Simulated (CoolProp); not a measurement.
p-xylene along the isobar 0.708 MPa: density (kg/m³) from the reference equation and from simpler models built on Tc = 616.2 K, pc = 3.532 MPa, ω = 0.324; each cubic takes its own stable root.

Model: reference Helmholtz-energy equation of state, Zhou 2012, in CoolProp.

```
T (K)   phase  reference
-----  ------  ---------
387    liquid      777.7
416.1  liquid      749.4
445.2  liquid      719.3
474.4  liquid      686.2
532.6     gas      19.67
561.7     gas      18.10
590.9     gas      16.84
620       gas      15.80
```

Question: How far does each simpler model (van der Waals, Redlich-Kwong) lie from the reference over these 8 states: mean and median of the absolute difference, and the worst?

Answer: 
- van der Waals: mean 36.5 %, median 24.0 %, worst -96.8 % at 474.4 K and 0.708 MPa
- Redlich-Kwong: mean 9.5 %, median 9.6 %, worst -18.8 % at 474.4 K and 0.708 MPa

At some of these states van der Waals gives the other phase, because its saturation line lies elsewhere.
